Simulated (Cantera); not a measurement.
Catalytic stagnation flow on Pt

A jet of CH4 : O2 : N2 = 0.08 : 0.19 : 0.79 (molar parts), equivalence ratio 0.84 at 300 K and 0.188 atm hits a platinum plate 5.1 cm away at a mass flux of 0.027 kg/m²/s; the plate temperature is set and raised in steps from an oxygen-covered start.

Model: Deutschmann's 1995 Pt surface mechanism with GRI-Mech 3.0 gas chemistry, integrated in Cantera. Catalytic surfaces can have several steady states; this one follows from the mechanism file's or the stated starting coverage.

| plate T (K) | wall x CH4 | wall x O2 | wall x H2O | wall x OH | wall x CO | wall x CO2 | θ free Pt | θ O* | θ OH* |
|---|---|---|---|---|---|---|---|---|---|
| 950 | 0.0200 | 0.0603 | 0.103 | 1.21e-7 | 1.04e-5 | 0.0691 | 0.260 | 0.736 | 0.00333 |
| 1000 | 0.0123 | 0.0441 | 0.117 | 3.13e-7 | 8.95e-6 | 0.0786 | 0.345 | 0.651 | 0.00319 |
| 1050 | 0.00830 | 0.0359 | 0.124 | 7.22e-7 | 8.27e-6 | 0.0835 | 0.426 | 0.571 | 0.00289 |
| 1100 | 0.00608 | 0.0314 | 0.128 | 1.52e-6 | 8.15e-6 | 0.0861 | 0.501 | 0.496 | 0.00255 |
| 1150 | 0.00473 | 0.0288 | 0.130 | 2.99e-6 | 8.45e-6 | 0.0875 | 0.570 | 0.427 | 0.00221 |
x: mole fraction at the wall; θ: surface coverage.
